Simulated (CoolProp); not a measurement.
n-perfluoropentane along the isobar 18.6 bar: fugacity coefficient from the reference equation and from simpler models built on Tc = 421.0 K, pc = 20.63 bar, ω = 0.436; each cubic takes its own stable root.

The numbers come from the reference Helmholtz-energy equation of state, Gao 2022 in CoolProp.

```tsv
T (K)	phase	reference
163.3	liquid	1.095e-6
171.6	liquid	3.900e-6
179.9	liquid	1.212e-5
188.3	liquid	3.388e-5
196.6	liquid	8.451e-5
205	liquid	0.0001948
213.3	liquid	0.0004114
221.6	liquid	0.0008120
230	liquid	0.001520
238.3	liquid	0.002677
246.7	liquid	0.004522
255	liquid	0.007275
```

How far does each simpler model (van der Waals, Redlich-Kwong, Soave-Redlich-Kwong) lie from the reference over these 12 states: mean and median of the absolute difference, and the worst?


- van der Waals: mean 85365.0 %, median 13344.5 %, worst +556977.6 % at 163.3 K and 18.6 bar
- Redlich-Kwong: mean 1267.3 %, median 866.8 %, worst +3705.5 % at 163.3 K and 18.6 bar
- Soave-Redlich-Kwong: mean 2.9 %, median 1.9 %, worst +8.9 % at 163.3 K and 18.6 bar
